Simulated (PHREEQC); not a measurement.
# Nickel, zinc or cadmium bath: an equilibrium model

Consider water at 25 °C with 140 mmol/kgw ZnCl2, 11.7 mmol/kgw H3BO3 and 7.2 mmol/kgw FeSO4. Closed to the air; pH follows from the charge balance.

All values are PHREEQC results (ion-association model, phreeqc.dat), not measurements.

| Property | Value |
|---|---|
| pH | 4.93 |
| ionic strength | 0.386 mol/kgw |
| activity of water | 0.993 |
| density | 1.015 g/cm³ |

```csv
species,molality,activity,log γ
Cl-,0.254,0.170,-0.175
Zn+2,0.115,0.0271,-0.627
ZnCl+,0.0185,0.0124,-0.174
H3BO3,0.0117,0.0128,0.039
Fe+2,0.00645,0.00174,-0.570
ZnSO4,0.00390,0.00426,0.039
SO4-2,0.00295,0.000671,-0.643
ZnCl2,0.00201,0.00220,0.039
ZnCl3-,0.000627,0.000420,-0.174
FeCl+,0.000558,0.000407,-0.136
FeSO4,0.000190,0.000208,0.039
ZnCl4-2,0.000151,3.57e-5,-0.627
Zn(SO4)2-2,8.16e-5,2.32e-5,-0.546
H+,1.51e-5,1.17e-5,-0.112
ZnOHCl,1.18e-5,1.29e-5,0.039
```

No solid was allowed to form.
